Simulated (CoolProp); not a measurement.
Saturation properties of oxygen (Tc = 154.6 K, pc = 50.46 bar, ω = 0.022).

Values from CoolProp's reference Helmholtz-energy equation of state, Schmidt 1985.

```tsv
T (K)	p (bar)	liquid density (kg/m³)	enthalpy of vaporisation (kJ/kg)	liquid cp (kJ/(kg K))	vapour Z	liquid viscosity (µPa s)
107.4	4.522	1050	193.3	1.785	0.9063	129
111.5	6.018	1027	187.5	1.821	0.8855	118
115.7	7.895	1001	181.0	1.867	0.8615	107
119.9	10.16	974.5	173.8	1.926	0.8348	97.6
124	12.80	946.8	166.1	1.999	0.8057	89.1
128.2	15.97	916.3	157.3	2.100	0.7727	80.9
132.3	19.58	884.0	147.5	2.235	0.7367	73.4
136.5	23.84	847.4	136.1	2.436	0.6953	66.1
140.6	28.62	806.9	123.1	2.747	0.6492	59.2
```

It boils at 90.2 K under 1 atm.

Viscosity comes from a separate model (Lemmon 2004).
